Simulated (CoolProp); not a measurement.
Saturation properties of C2F6 (R116) (Tc = 293.0 K, pc = 3.048 MPa, ω = 0.257).

Model: reference Helmholtz-energy equation of state, Lemmon 2006, in CoolProp. It is a short technical equation, of lower accuracy than the large ones.

```json
[
 {"T (K)": "214.6", "p (MPa)": "0.2599", "liquid density (kg/m³)": "1514", "vapour density (kg/m³)": "22.03", "liquid cp (kJ/(kg K))": "0.9967", "liquid viscosity (µPa s)": "300", "liquid conductivity (mW/(m K))": "68.3"},
 {"T (K)": "218", "p (MPa)": "0.3002", "liquid density (kg/m³)": "1498", "vapour density (kg/m³)": "25.31", "liquid cp (kJ/(kg K))": "1.008", "liquid viscosity (µPa s)": "283", "liquid conductivity (mW/(m K))": "67.0"},
 {"T (K)": "221.4", "p (MPa)": "0.3452", "liquid density (kg/m³)": "1481", "vapour density (kg/m³)": "28.98", "liquid cp (kJ/(kg K))": "1.019", "liquid viscosity (µPa s)": "268", "liquid conductivity (mW/(m K))": "65.7"},
 {"T (K)": "224.8", "p (MPa)": "0.3951", "liquid density (kg/m³)": "1463", "vapour density (kg/m³)": "33.05", "liquid cp (kJ/(kg K))": "1.032", "liquid viscosity (µPa s)": "253", "liquid conductivity (mW/(m K))": "64.3"},
 {"T (K)": "228.2", "p (MPa)": "0.4501", "liquid density (kg/m³)": "1445", "vapour density (kg/m³)": "37.58", "liquid cp (kJ/(kg K))": "1.045", "liquid viscosity (µPa s)": "239", "liquid conductivity (mW/(m K))": "63.0"},
 {"T (K)": "231.6", "p (MPa)": "0.5107", "liquid density (kg/m³)": "1427", "vapour density (kg/m³)": "42.60", "liquid cp (kJ/(kg K))": "1.059", "liquid viscosity (µPa s)": "226", "liquid conductivity (mW/(m K))": "61.6"},
 {"T (K)": "235", "p (MPa)": "0.5772", "liquid density (kg/m³)": "1408", "vapour density (kg/m³)": "48.17", "liquid cp (kJ/(kg K))": "1.074", "liquid viscosity (µPa s)": "214", "liquid conductivity (mW/(m K))": "60.3"},
 {"T (K)": "238.4", "p (MPa)": "0.6500", "liquid density (kg/m³)": "1388", "vapour density (kg/m³)": "54.33", "liquid cp (kJ/(kg K))": "1.090", "liquid viscosity (µPa s)": "202", "liquid conductivity (mW/(m K))": "58.9"},
 {"T (K)": "241.8", "p (MPa)": "0.7294", "liquid density (kg/m³)": "1368", "vapour density (kg/m³)": "61.16", "liquid cp (kJ/(kg K))": "1.107", "liquid viscosity (µPa s)": "191", "liquid conductivity (mW/(m K))": "57.6"},
 {"T (K)": "245.2", "p (MPa)": "0.8157", "liquid density (kg/m³)": "1348", "vapour density (kg/m³)": "68.73", "liquid cp (kJ/(kg K))": "1.127", "liquid viscosity (µPa s)": "180", "liquid conductivity (mW/(m K))": "56.2"},
 {"T (K)": "248.6", "p (MPa)": "0.9094", "liquid density (kg/m³)": "1326", "vapour density (kg/m³)": "77.13", "liquid cp (kJ/(kg K))": "1.148", "liquid viscosity (µPa s)": "170", "liquid conductivity (mW/(m K))": "54.8"},
 {"T (K)": "252", "p (MPa)": "1.011", "liquid density (kg/m³)": "1304", "vapour density (kg/m³)": "86.47", "liquid cp (kJ/(kg K))": "1.171", "liquid viscosity (µPa s)": "160", "liquid conductivity (mW/(m K))": "53.4"},
 {"T (K)": "255.4", "p (MPa)": "1.120", "liquid density (kg/m³)": "1280", "vapour density (kg/m³)": "96.87", "liquid cp (kJ/(kg K))": "1.198", "liquid viscosity (µPa s)": "150", "liquid conductivity (mW/(m K))": "52.0"},
 {"T (K)": "258.8", "p (MPa)": "1.239", "liquid density (kg/m³)": "1256", "vapour density (kg/m³)": "108.5", "liquid cp (kJ/(kg K))": "1.229", "liquid viscosity (µPa s)": "141", "liquid conductivity (mW/(m K))": "50.6"}
]
```

It boils at 195.1 K under 1 atm.

Viscosity comes from a separate model (Huber 2003), an estimate that may be off by 10 % or more. Thermal conductivity comes from a separate model (Huber 2003), an estimate that may be off by 10 % or more.
